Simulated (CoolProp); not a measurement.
Hydrogen chloride along the isobar 319 bar: density (kg/m³) from the reference equation and from simpler models built on Tc = 324.7 K, pc = 83.14 bar, ω = 0.130; each cubic takes its own stable root.

Values from CoolProp's reference Helmholtz-energy equation of state, Thol 2018.

```json
[
 {"T (K)": "223.8", "phase": "liquid", "reference": "1144"},
 {"T (K)": "237.4", "phase": "liquid", "reference": "1113"},
 {"T (K)": "251", "phase": "liquid", "reference": "1081"},
 {"T (K)": "264.5", "phase": "liquid", "reference": "1048"},
 {"T (K)": "278.1", "phase": "liquid", "reference": "1013"},
 {"T (K)": "291.7", "phase": "liquid", "reference": "976.6"},
 {"T (K)": "305.3", "phase": "liquid", "reference": "938.5"},
 {"T (K)": "318.9", "phase": "liquid", "reference": "898.2"},
 {"T (K)": "332.5", "phase": "supercritical", "reference": "855.7"},
 {"T (K)": "346.1", "phase": "supercritical", "reference": "810.7"},
 {"T (K)": "359.7", "phase": "supercritical", "reference": "763.2"},
 {"T (K)": "373.3", "phase": "supercritical", "reference": "713.4"},
 {"T (K)": "386.9", "phase": "supercritical", "reference": "662.1"}
]
```

Problem. How far does each simpler model (Redlich-Kwong, Soave-Redlich-Kwong, Peng-Robinson) lie from the reference over these 13 states: mean and median of the absolute difference, and the worst?

Solution. 
- Redlich-Kwong: mean 13.8 %, median 13.8 %, worst -14.7 % at 346.1 K and 319 bar
- Soave-Redlich-Kwong: mean 14.0 %, median 13.7 %, worst -16.6 % at 386.9 K and 319 bar
- Peng-Robinson: mean 4.2 %, median 3.4 %, worst -9.2 % at 386.9 K and 319 bar
